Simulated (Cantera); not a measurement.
Mixture: C3H8 : O2 : N2 = 1 : 5 : 18.8 (molar parts), equivalence ratio 1.0, at 1.00 bar, adiabatic and at constant volume. Ignition delay is the time to a rise of 400 K.

Cantera simulation using GRI-Mech 3.0 (53 species, 325 reactions); the numbers are that mechanism's predictions, not measurements. GRI-Mech 3.0 was tuned for natural gas; its chemistry of propane as a main component is partial and can be far from experiment.

Task: What does this change do: constant pressure in place of constant volume?

Result: 
```tsv
quantity	before	after
delay at 1225 K	3.53 ms	3.79 ms
delay at 1375 K	0.293 ms	0.321 ms
delay at 1525 K	55.8 µs	62.3 µs
delay at 1675 K	19.3 µs	22.1 µs
apparent activation energy between 1600 and 1750 K	130 kJ/mol	130 kJ/mol
```

Task: What does this change do: pressure from 1.00 bar to 5.00 bar?

Result: 
```
quantity                                                before       after
--------------------------------------------------  ----------  ----------
delay at 1225 K                                        3.53 ms     1.57 ms
delay at 1375 K                                       0.293 ms    0.128 ms
delay at 1525 K                                        55.8 µs     20.8 µs
delay at 1675 K                                        19.3 µs     6.13 µs
apparent activation energy between 1600 and 1750 K  130 kJ/mol  160 kJ/mol
```
